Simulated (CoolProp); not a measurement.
R141b at several states: Z from the reference equation and from simpler models built on Tc = 204.4 °C, pc = 4.212 MPa, ω = 0.220; each cubic takes its own stable root.

Values from CoolProp's reference Helmholtz-energy equation of state, Lemmon 2006. It is a short technical equation, of lower accuracy than the large ones.

```csv
T (°C),p (MPa),phase,reference,van der Waals,Redlich-Kwong,Peng-Robinson
30.35,0.893,liquid,0.03378,0.05534,0.03777,0.03254
-22.85,1.5,liquid,0.06361,[?],0.07069,0.06172
50.45,0.511,liquid,0.01876,0.9019,[?],[?]
-38.05,4.2,liquid,0.1854,0.3036,[?],0.1806
```

Problem. Some entries are withheld; supply them.

Solution. 
- -22.85, van der Waals: 0.1045
- 50.45, Redlich-Kwong: 0.02112
- 50.45, Peng-Robinson: 0.01809
- -38.05, Redlich-Kwong: 0.2059

At some of these states van der Waals gives the other phase, because its saturation line lies elsewhere.
